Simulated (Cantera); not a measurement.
Charge: 1 mol Si₂Cl₆, 1.9 mol HCl, 520 mol H₂, at 875 K and 368 Torr.

Method: chemical equilibrium by Gibbs-energy minimisation in Cantera with the NASA 1993 tables (ideal gas, pure condensed phases). Candidate condensed phases: Si; 19 gas species. The feed counts by its element totals alone. The numbers say what is thermodynamically allowed, not how fast it happens.

Base state: H₂ 0.994, HCl 0.00206, SiHCl₃ 0.00187, SiCl₄ 0.00177, SiH₂Cl₂ 0.000180 (mole fractions); condensed: gas only.

Task: What changes in the equilibrium state with this change: temperature from 875 K to 1198.15 K?

Result: 
```
species       before     after
----------  --------  --------
H₂             0.994     0.987
HCl          0.00206    0.0120
SiHCl₃       0.00187  0.000401
SiCl₄        0.00177  0.000180
SiCl₂        1.79e-6  0.000341
SiCl₃        7.38e-6   8.35e-5
SiH₂Cl₂     0.000180  0.000116
Si(s), mol         0      1.41
```
The tables' values for SiCl₃ are old estimates; treat these amounts as uncertain.
